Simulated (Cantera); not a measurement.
Source: NASA polynomial tables (part measured, part estimated), evaluated in Cantera. Values are per mole of reaction as written; species without (g) are pure solids or liquids, kept so even where they would boil at 1 bar.

a) 1.143 Ti + O2(g) → 0.2857 Ti4O7
b) 4 Cu + O2(g) → 2 Cu2O
c) V + O2(g) → VO2(g)

### Question
Order these by ΔG° at 1073 K, most negative first.

### Answer
a (-781 kJ), c (-261 kJ), b (-181 kJ)
